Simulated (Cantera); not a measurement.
Feed: 1 mol Si3N4, 0.01 mol N2O, 62 mol H2, at 10.0 Torr.

Equilibrium computed with Cantera from the NASA thermochemical tables; the gas is ideal and each condensed phase is pure. Candidate condensed phases: H2O, Si, SiO2, Si2N2O, Si3N4; 35 gas species. Gases not in the tables: Si2H6 and higher silanes. The numbers say what is thermodynamically allowed, not how fast it happens. All values below are at 1773 K.

Base state: H2 0.966, N2 0.0314, H 0.00242, Si 0.000160, SiO 0.000156, SiH2 2.38e-5, SiH 2.24e-5 (mole fractions); condensed: Si(l).

Problem. What changes in the equilibrium state with this change: pressure from 10.0 Torr to 0.00360 Torr?

Solution. 
```tsv
species	before	after
H2	0.966	0.813
H	0.00242	0.117
Si	0.000160	0.0419
N2	0.0314	0.0282
Si2	8.89e-7	2.20e-5
SiH2	2.38e-5	1.89e-6
SiH	2.24e-5	0.000102
Si(l), mol	2.98	0
```
